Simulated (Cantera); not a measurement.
Source: NASA polynomial tables (part measured, part estimated), evaluated in Cantera. Values are per mole of reaction as written; species without (g) are pure solids or liquids, kept so even where they would boil at 1 bar.

5 O(g) + 2 V → V2O5

```json
[
 {"T (K)": "300", "ΔH° (kJ)": "-2796.5", "ΔS° (J/K)": "-732.8", "ΔG° (kJ)": "-2576.7", "log10 K": "448.63", "condensed phases": "V(s), V2O5(s)"},
 {"T (K)": "1150", "ΔH° (kJ)": "-2723.7", "ΔS° (J/K)": "-658.5", "ΔG° (kJ)": "-1966.4", "log10 K": "89.32", "condensed phases": "V(s), V2O5(l)"},
 {"T (K)": "1250", "ΔH° (kJ)": "-2721.4", "ΔS° (J/K)": "-656.6", "ΔG° (kJ)": "-1900.7", "log10 K": "79.42", "condensed phases": "V(s), V2O5(l)"},
 {"T (K)": "1350", "ΔH° (kJ)": "-2719.3", "ΔS° (J/K)": "-655.0", "ΔG° (kJ)": "-1835.1", "log10 K": "71.00", "condensed phases": "V(s), V2O5(l)"},
 {"T (K)": "1450", "ΔH° (kJ)": "___", "ΔS° (J/K)": "___", "ΔG° (kJ)": "___", "log10 K": "___", "condensed phases": "V(s), V2O5(l)"},
 {"T (K)": "1550", "ΔH° (kJ)": "___", "ΔS° (J/K)": "___", "ΔG° (kJ)": "___", "log10 K": "___", "condensed phases": "V(s), V2O5(l)"},
 {"T (K)": "1650", "ΔH° (kJ)": "-2714.2", "ΔS° (J/K)": "-651.5", "ΔG° (kJ)": "-1639.2", "log10 K": "51.89", "condensed phases": "V(s), V2O5(l)"},
 {"T (K)": "1750", "ΔH° (kJ)": "-2713.0", "ΔS° (J/K)": "-650.8", "ΔG° (kJ)": "-1574.1", "log10 K": "46.98", "condensed phases": "V(s), V2O5(l)"}
]
```

Task: Complete the blanks.

Result: 
- 1450, ΔH° (kJ): -2717.4
- 1450, ΔS° (J/K): -653.6
- 1450, ΔG° (kJ): -1769.7
- 1450, log10 K: 63.75
- 1550, ΔH° (kJ): -2715.7
- 1550, ΔS° (J/K): -652.5
- 1550, ΔG° (kJ): -1704.4
- 1550, log10 K: 57.44
